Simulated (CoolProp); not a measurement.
Model: reference Helmholtz-energy equation of state, de Reuck 1993, in CoolProp.

Problem. For methanol, give the phase and the viscosity (µPa s), conductivity (mW/(m K)), fugacity coefficient at 547.8 K and 3.52 MPa; 547.8 K and 7.04 MPa; 547.8 K and 7.92 MPa.

Solution. 
- 547.8 K and 3.52 MPa: gas; viscosity 17.8, conductivity 52.0, fugacity coefficient 0.895
- 547.8 K and 7.04 MPa: gas; viscosity 18.6, conductivity 63.6, fugacity coefficient 0.787
- 547.8 K and 7.92 MPa: gas; viscosity 19.2, conductivity 68.1, fugacity coefficient 0.761

Viscosity comes from a separate model (Xiang 2006). Thermal conductivity comes from a separate model (Sykioti 2013).
